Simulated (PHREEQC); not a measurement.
Solution (45 °C): 0.0022 mol HF and 0.022 mol FeCl3 per kg of water. Closed to the air; pH follows from the charge balance.

Equilibrium calculation in PHREEQC: ion-association model, wateq4f.dat.

Each row changes one thing in this solution. No solid was allowed to form.

| case | pH | ionic strength (mol/kgw) | Cl- (mol/kgw) | FeCl+2 (mol/kgw) | Fe+3 (mol/kgw) | FeOH+2 (mol/kgw) | SI of Goethite (FeOOH) | SI of Hematite (Fe2O3) |
|---|---|---|---|---|---|---|---|---|
| as made | 2.02 | 0.100 | 0.0599 | 0.00555 | 0.00485 | 0.00458 | +4.64 | +11.38 |
| FeCl3 from 0.022 to 0.0044 mol/kgw | 2.43 | 0.0183 | 0.0130 | 0.000169 | 0.000458 | 0.00144 | +5.17 | +12.44 |
| diluted 5-fold with water | 2.47 | 0.0193 | 0.0129 | 0.000244 | 0.000674 | 0.00230 | +5.45 | +12.99 |
| FeCl3 from 0.022 to 0.033 mol/kgw | 1.93 | 0.147 | 0.0867 | 0.0108 | 0.00712 | 0.00519 | +4.46 | +11.01 |
| FeCl3 from 0.022 to 0.0242 mol/kgw | 2.00 | 0.110 | 0.0654 | 0.00652 | 0.00533 | 0.00472 | +4.60 | +11.29 |
| temperature from 45 to 30 °C | 2.09 | 0.103 | 0.0600 | 0.00510 | 0.00676 | 0.00333 | +4.50 | +11.03 |
| 0.0024 mol/kgw HNO3 added | 1.97 | 0.102 | 0.0595 | 0.00591 | 0.00522 | 0.00432 | +4.50 | +11.10 |
| HF replaced by AgF at the same molality | 2.07 | 0.0997 | 0.0562 | 0.00494 | 0.00459 | 0.00485 | +4.77 | +11.63 |

Complexes and solids missing from the database can't appear. Some of these states are supersaturated (in Hematite (slow to form), Goethite (slow to form), Cerargyrite, for instance). Constants without temperature data keep their 25 °C values here. Fluoro complexes past AlF4- and FeF3 are missing from the database.
